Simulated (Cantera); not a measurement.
What does this Cantera script print?

```python
import numpy as np
import cantera as ct

gas = ct.Solution("gri30.yaml")
gas.TPX = 823, 1000000, {'CH4': 1, 'H2': 0.88, 'O2': 2.6, 'N2': 8.05, 'H2O': 0.27, 'CO2': 0.023}
inlet = ct.Reservoir(gas, clone=True)
gas.equilibrate("HP")  # start burning
reactor = ct.IdealGasConstPressureReactor(gas, energy="on", clone=False)
exhaust = ct.Reservoir(gas, clone=True)
tau = [0.27, 0.065, 0.016, 0.0038, 0.00091, 0.00022, 5.2e-05, 1.3e-05, 3e-06][0]
for a, b in ((inlet, reactor), (reactor, exhaust)):
    ct.MassFlowController(a, b, mdot=lambda t: reactor.mass / tau)
net = ct.ReactorNet([reactor])
show = ['CH4', 'H2', 'O2', 'CO', 'CO2', 'C2H', 'H']

rows = []
print(f"{'tau/s':>10s}{'T/K':>9s}" + "".join(f"{s:>11s}" for s in show))
for tau in [0.27, 0.065, 0.016, 0.0038, 0.00091, 0.00022, 5.2e-05, 1.3e-05, 3e-06]:
    net.initial_time = 0.0
    net.advance(30 * tau)
    before = gas.X
    net.advance(40 * tau)
    drift = np.max(np.abs(gas.X - before) / (gas.X + 1e-9))
    rows.append([gas.T, *gas[show].X, drift])
    print(f"{tau:10.3e}{gas.T:9.1f}" + "".join(f"{x:11.3e}" for x in gas[show].X))
```

Output:

```
     tau/s      T/K        CH4         H2         O2         CO        CO2        C2H          H
 2.700e-01   2643.4  3.347e-08  6.845e-03  1.618e-02  1.294e-02  6.852e-02  4.414e-15  1.204e-03
 6.500e-02   2643.4  1.388e-07  6.847e-03  1.623e-02  1.295e-02  6.852e-02  2.492e-14  1.206e-03
 1.600e-02   2643.6  5.600e-07  6.857e-03  1.640e-02  1.297e-02  6.849e-02  2.071e-13  1.214e-03
 3.800e-03   2643.8  2.304e-06  6.904e-03  1.699e-02  1.308e-02  6.836e-02  2.646e-12  1.243e-03
 9.100e-04   2640.4  9.086e-06  7.150e-03  1.838e-02  1.359e-02  6.779e-02  3.671e-11  1.346e-03
 2.200e-04   2618.0  3.376e-05  8.160e-03  2.069e-02  1.549e-02  6.566e-02  4.328e-10  1.690e-03
 5.200e-05   2547.3  1.164e-04  1.104e-02  2.489e-02  2.051e-02  6.003e-02  3.447e-09  2.805e-03
 1.300e-05   2418.6  3.737e-04  1.600e-02  3.200e-02  2.870e-02  5.060e-02  1.724e-08  5.283e-03
 3.000e-06   2205.0  1.933e-03  2.434e-02  4.891e-02  4.278e-02  3.295e-02  1.252e-07  7.764e-03
```

Detailed kinetics in Cantera: GRI-Mech 3.0 (53 species, 325 reactions).
